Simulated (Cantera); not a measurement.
Charge: 1 mol B2O3, 58 mol H2, 23 mol N2, held at 2100 °C and 1.00 Torr.

These are equilibrium values from Cantera (NASA tables, ideal gas, pure condensed phases), not measurements of a reactor. Candidate condensed phases: B, BN, B2O3, B3O3H3, H2O; 39 gas species. Kinetics and transport are ignored.

Base state: H2 0.468, H 0.262, N2 0.241, BO 0.0155, H2O 0.00682, HBO 0.00261, HBO2 0.00230, OH 0.000677 (mole fractions); condensed: gas only.

Problem. What changes in the equilibrium state with this change: temperature from 2100 °C to 1350 °C?

Solution. 
```csv
species,before,after
H2,0.468,0.697
N2,0.241,0.280
HBO,0.00261,0.00775
H,0.262,0.00158
BO,0.0155,0.000387
O,0.000255,<1e-9
NO,2.72e-5,<1e-9
```
